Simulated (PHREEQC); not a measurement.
Solution (40 °C): 4.5 mmol/kgw HCl, 45 mmol/kgw LiCl and 0.076 mmol/kgw NiSO4. Closed to the air; pH follows from the charge balance.

Equilibrium calculation in PHREEQC: ion-association model, wateq4f.dat.

Task: The ionic strength comes out as 0.0498 mol/kgw. What activity coefficients do LiSO4-, NiCl+, H+, SO4-2, Li+ get?

Result: LiSO4- 0.82, NiCl+ 0.82, H+ 0.85, SO4-2 0.45, Li+ 0.83.

No solid was allowed to form. Constants without temperature data keep their 25 °C values here.
